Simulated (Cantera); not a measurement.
A closed system holds: 1 mol TiO₂, 1.5 mol CO, equilibrated at 1725 °C and 0.133 bar.

Cantera equilibrium calculation (NASA polynomials, part measured and part estimated; ideal gas, pure solids and liquids). Candidate condensed phases: C, Ti, TiC, TiO, TiO₂, Ti₂O₃, Ti₃O₅, Ti₄O₇; 15 gas species. Mutual solubility and eutectic melting of coexisting phases are not modelled. Condensed phases not in the tables: Magnéli phases beyond Ti₄O₇. Kinetics and transport are ignored.

Base state: CO 0.924, CO₂ 0.0759 (mole fractions); condensed: TiO₂(rutile) + Ti₄O₇(l).

Task: What changes in the equilibrium state with this change: temperature from 1725 °C to 1627 °C?

Result: 
```csv
species,before,after
CO,0.924,0.961
CO₂,0.0759,0.0390
"TiO₂(rutile), mol",0.544,0.766
"Ti₄O₇(l), mol",0.114,0
"Ti₄O₇(s), mol",0,0.0586
```

Task: What changes in the equilibrium state with this change: 1.8 mol CH₄ added?

Result: 
```tsv
species	before	after
H₂	0	0.562
CO	0.924	0.435
H	0	0.00330
CO₂	0.0759	3.33e-5
H₂O	0	0.000197
TiO₂(rutile), mol	0.544	0
Ti₄O₇(l), mol	0.114	0
TiC(s), mol	0	0.521
Ti₂O₃(s), mol	0	0.240
```
TiC: taken at fixed stoichiometry. Further candidate phases: C₆H₆, C₇H₈, C₈H₁₈, H₂O.

Task: What changes in the equilibrium state with this change: TiO₂ replaced by PbO?

Result: 
```csv
species,before,after
CO₂,0.0759,0.386
Pb,0,0.386
CO,0.924,0.214
PbO,0,0.0143
Pb₂,0,9.67e-5
O₂,8.59e-8,4.11e-5
"TiO₂(rutile), mol",0.544,0
"Ti₄O₇(l), mol",0.114,0
```
Gases not in the tables: (PbO)n polymers. Further candidate phases: Pb, PbO, PbO₂, Pb₃O₄.
